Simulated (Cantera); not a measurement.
## ZrO₂ + H₂ (hydrogen reduction and annealing atmospheres)

A closed system holds: 1 mol ZrO₂, 10 mol H₂, equilibrated at 5.60 mbar.

Cantera equilibrium calculation (NASA polynomials, part measured and part estimated; ideal gas, pure solids and liquids). Candidate condensed phases: H₂O, Zr, ZrO₂; 12 gas species. Rates play no part.

At 1175 °C the condensed part is ZrO₂(monoclinic). From 1250 °C to 1925 °C the condensed part is ZrO₂(tetragonal).

```tsv
T (°C)	x H₂	x H	x H₂O	x ZrO	x ZrO₂	x OH	n ZrO₂(monoclinic)	n ZrO₂(tetragonal)
1175	1.000	0.000123	1.38e-9	6.61e-12	<1e-12	<1e-12	1.00	0
1250	1.000	0.000309	4.56e-9	8.37e-11	<1e-12	<1e-12	0	1.00
1325	0.999	0.000711	1.34e-8	8.29e-10	<1e-12	<1e-12	0	1.00
1400	0.998	0.00152	3.56e-8	6.67e-9	<1e-12	2.61e-12	0	1.00
1475	0.997	0.00305	8.69e-8	4.47e-8	7.04e-12	1.55e-11	0	1.000
1550	0.994	0.00577	2.34e-7	2.15e-7	6.37e-11	9.44e-11	0	1.000
1625	0.990	0.0104	7.46e-7	7.08e-7	4.83e-10	6.41e-10	0	1.000
1700	0.982	0.0179	2.19e-6	2.11e-6	3.13e-9	3.78e-9	0	1.000
1775	0.971	0.0295	5.91e-6	5.78e-6	1.76e-8	1.95e-8	0	1.000
1850	0.953	0.0468	1.48e-5	1.47e-5	8.77e-8	9.00e-8	0	1.000
1925	0.928	0.0717	3.47e-5	3.47e-5	3.90e-7	3.73e-7	0	1.000
```
x: gas mole fraction; n: condensed amount in mol.
